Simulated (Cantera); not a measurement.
A Cantera script and its output.

```python
import numpy as np
import cantera as ct

gas = ct.Solution("gri30.yaml")
gas.TPX = 1225, 14000, {'N2O': 1, 'N2': 5.1}
reactor = ct.IdealGasConstPressureReactor(gas, energy="off", clone=False)
net = ct.ReactorNet([reactor])
net.rtol, net.atol = 1e-08, 1e-18
show = ['N2O', 'O', 'NO', 'NO2', 'N2', 'O2']
times = np.geomspace(0.0008, 5, 13)

steps = ct.SolutionArray(gas, extra=["t"])
rows = []
print(f"{'t/s':>10s}{'T/K':>9s}{'P/Pa':>11s}" + "".join(f"{s:>11s}" for s in show))
for t in times:
    while net.time < t:
        t_next = net.step()
        steps.append(gas.state, t=t_next)
    rows.append([np.interp(t, steps.t, y) for y in (steps.T, steps.P, *steps(*show).X.T)])
    print(f"{t:10.3e}{rows[-1][0]:9.1f}{rows[-1][1]:11.4g}" + "".join(f"{x:11.3e}" for x in rows[-1][2:]))
rate = np.gradient(steps.T, steps.t)
print("integrator steps:", len(steps.t))
if steps.T.max() > steps.T[0] + 200:
    print(f"time of steepest temperature rise: {steps.t[rate.argmax()]:.4e} s")
gas.TPX = 1225, 14000, {'N2O': 1, 'N2': 5.1}
gas.equilibrate("TP")
print(f"equilibrium (TP): T = {gas.T:.1f} K  " + "  ".join(f"{s} {gas[s].X[0]:.3e}" for s in show))
```

It prints:

```
       t/s      T/K       P/Pa        N2O          O         NO        NO2         N2         O2
 8.000e-04   1225.0    1.4e+04  1.639e-01  2.568e-06  1.469e-06  9.846e-12  8.361e-01  5.641e-06
 1.657e-03   1225.0    1.4e+04  1.639e-01  2.657e-06  3.657e-06  6.073e-11  8.361e-01  1.404e-05
 3.433e-03   1225.0    1.4e+04  1.639e-01  2.660e-06  8.231e-06  3.048e-10  8.361e-01  3.160e-05
 7.113e-03   1225.0    1.4e+04  1.638e-01  2.660e-06  1.770e-05  1.384e-09  8.361e-01  6.797e-05
 1.474e-02   1225.0    1.4e+04  1.636e-01  2.660e-06  3.730e-05  5.913e-09  8.362e-01  1.432e-04
 3.053e-02   1225.0    1.4e+04  1.632e-01  2.659e-06  7.783e-05  2.385e-08  8.364e-01  2.989e-04
 6.325e-02   1225.0    1.4e+04  1.624e-01  2.659e-06  1.614e-04  8.836e-08  8.368e-01  6.200e-04
 1.310e-01   1225.0    1.4e+04  1.608e-01  2.657e-06  3.330e-04  2.872e-07  8.376e-01  1.280e-03
 2.714e-01   1225.0    1.4e+04  1.575e-01  2.653e-06  6.824e-04  7.855e-07  8.392e-01  2.624e-03
 5.623e-01   1225.0    1.4e+04  1.509e-01  2.644e-06  1.380e-03  1.834e-06  8.424e-01  5.313e-03
 1.165e+00   1225.0    1.4e+04  1.383e-01  2.625e-06  2.722e-03  3.861e-06  8.485e-01  1.050e-02
 2.413e+00   1225.0    1.4e+04  1.156e-01  2.582e-06  5.108e-03  7.487e-06  8.595e-01  1.978e-02
 5.000e+00   1225.0    1.4e+04  8.056e-02  2.476e-06  8.741e-03  1.306e-05  8.765e-01  3.414e-02
integrator steps: 563
equilibrium (TP): T = 1225.0 K  N2O 4.310e-09  O 3.114e-08  NO 1.541e-04  NO2 5.183e-07  N2 9.242e-01  O2 7.568e-02
```

Detailed kinetics in Cantera: GRI-Mech 3.0 (53 species, 325 reactions). GRI-Mech 3.0 was tuned for natural gas; its chemistry of N2O as a main component is partial and can be far from experiment. The mechanism lacks the step 2 NO + O2 → 2 NO2, which can matter for NO2 below about 1400 K. The temperature is held fixed by assumption; the heat of reaction is taken as removed at once.
